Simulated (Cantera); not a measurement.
Feed: 1 mol Al, 20 mol O₂, 45 mol H₂, 6.5 mol N₂O, at 1.33 mbar.

These are equilibrium values from Cantera (NASA tables, ideal gas, pure condensed phases), not measurements of a reactor. Candidate condensed phases: Al, AlN, Al₂O₃, H₂O; 35 gas species. The numbers say what is thermodynamically allowed, not how fast it happens.

x: gas mole fraction; n: condensed amount in mol.

| T (K) | x H₂O | x N₂ | x H₂ | x O₂ | x OH | x H | x NO | n Al₂O₃(s) |
|---|---|---|---|---|---|---|---|---|
| 1175 | 0.874 | 0.126 | 4.07e-5 | 1.93e-5 | 3.20e-6 | 2.14e-8 | 6.17e-7 | 0.500 |
| 1275 | 0.874 | 0.126 | 0.000155 | 7.23e-5 | 1.65e-5 | 2.52e-7 | 2.49e-6 | 0.500 |
| 1375 | 0.873 | 0.126 | 0.000489 | 0.000224 | 6.67e-5 | 2.07e-6 | 8.21e-6 | 0.500 |
| 1475 | 0.872 | 0.126 | ? | ? | ? | ? | ? | 0.500 |
| 1575 | 0.869 | 0.126 | 0.00314 | 0.00139 | 0.000641 | 6.38e-5 | 5.65e-5 | 0.500 |
| 1675 | 0.863 | 0.126 | ? | ? | ? | ? | ? | 0.500 |
| 1775 | 0.851 | 0.125 | 0.0132 | 0.00567 | 0.00366 | 0.000910 | 0.000250 | 0.500 |

Question: What belongs in the gaps?

Answer: 
- 1675, x H₂: 0.00672
- 1675, x O₂: 0.00294
- 1675, x OH: 0.00162
- 1675, x H: 0.000261
- 1675, x NO: 0.000124
- 1475, x H₂: 0.00132
- 1475, x O₂: 0.000594
- 1475, x OH: 0.000223
- 1475, x H: 1.29e-5
- 1475, x NO: 2.30e-5
